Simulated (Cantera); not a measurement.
Input (Python, Cantera):

```python
import numpy as np
import cantera as ct

gas = ct.Solution("gri30.yaml")
gas.TPX = 1025, 100000, {'CH2O': 0.015, 'O2': 0.0022, 'N2': 1}
inlet = ct.Reservoir(gas, clone=True)

reactor = ct.IdealGasConstPressureReactor(gas, energy="off", clone=False)
exhaust = ct.Reservoir(gas, clone=True)
tau = [9.6, 3.1, 1, 0.33, 0.11, 0.035, 0.012, 0.0038][0]
for a, b in ((inlet, reactor), (reactor, exhaust)):
    ct.MassFlowController(a, b, mdot=lambda t: reactor.mass / tau)
net = ct.ReactorNet([reactor])
show = ['CH2O', 'O2', 'OH', 'C2H4', 'CH2CO']

rows = []
print(f"{'tau/s':>10s}{'T/K':>9s}" + "".join(f"{s:>11s}" for s in show))
for tau in [9.6, 3.1, 1, 0.33, 0.11, 0.035, 0.012, 0.0038]:
    net.initial_time = 0.0
    net.advance(30 * tau)
    before = gas.X
    net.advance(40 * tau)
    drift = np.max(np.abs(gas.X - before) / (gas.X + 1e-9))
    rows.append([gas.T, *gas[show].X, drift])
    print(f"{tau:10.3e}{gas.T:9.1f}" + "".join(f"{x:11.3e}" for x in gas[show].X))
```

Output:

```
     tau/s      T/K       CH2O         O2         OH       C2H4      CH2CO
 9.600e+00   1025.0  2.629e-06  2.779e-05  5.443e-09  6.638e-10  8.359e-10
 3.100e+00   1025.0  5.475e-06  5.510e-05  1.151e-08  7.794e-10  1.836e-09
 1.000e+00   1025.0  3.508e-04  5.187e-04  9.278e-09  4.100e-13  1.182e-09
 3.300e-01   1025.0  7.792e-04  5.930e-04  2.217e-08  4.950e-13  2.760e-09
 1.100e-01   1025.0  1.513e-03  6.585e-04  4.886e-08  6.813e-13  5.884e-09
 3.500e-02   1025.0  2.979e-03  7.478e-04  9.386e-08  7.347e-13  1.021e-08
 1.200e-02   1025.0  5.765e-03  9.114e-04  1.295e-07  4.387e-13  9.817e-09
 3.800e-03   1025.0  1.132e-02  1.440e-03  8.356e-08  2.590e-14  1.216e-09
```

Cantera simulation using GRI-Mech 3.0 (53 species, 325 reactions); the numbers are that mechanism's predictions, not measurements.
